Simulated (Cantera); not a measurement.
Calcination and drying: CaCO3 + CO2

Input: 1 mol CaCO3, 0.28 mol CO2, held at 1775 K.

Method: chemical equilibrium by Gibbs-energy minimisation in Cantera with the NASA 1993 tables (ideal gas, pure condensed phases). Candidate condensed phases: C, Ca, CaCO3, CaO; 15 gas species. The numbers say what is thermodynamically allowed, not how fast it happens.

From 10.0 Pa to 10.0 bar the condensed part is CaO(s).

| P (Pa) | x CO2 | x CO | x O2 | x O | x Ca | x CaO | n CaO(s) |
|---|---|---|---|---|---|---|---|
| 10 | 0.888 | 0.0740 | 0.0361 | 0.00182 | 4.16e-7 | 6.29e-8 | 1.000 |
| 68 | 0.939 | 0.0404 | 0.0199 | 0.000518 | 3.16e-8 | 9.25e-9 | 1.00 |
| 460 | 0.967 | 0.0217 | 0.0108 | 0.000147 | 2.44e-9 | 1.37e-9 | 1.00 |
| 3200 | 0.983 | 0.0115 | 0.00572 | 4.05e-5 | 1.82e-10 | 1.97e-10 | 1.00 |
| 22000 | 0.991 | 0.00607 | 0.00303 | 1.12e-5 | 1.39e-11 | 2.86e-11 | 1.00 |
| 150000 | 0.995 | 0.00321 | 0.00160 | 3.13e-6 | 1.07e-12 | 4.20e-12 | 1.00 |
| 1000000 | 0.997 | 0.00171 | 0.000854 | 8.85e-7 | <1e-12 | <1e-12 | 1.00 |
x: gas mole fraction; n: condensed amount in mol.
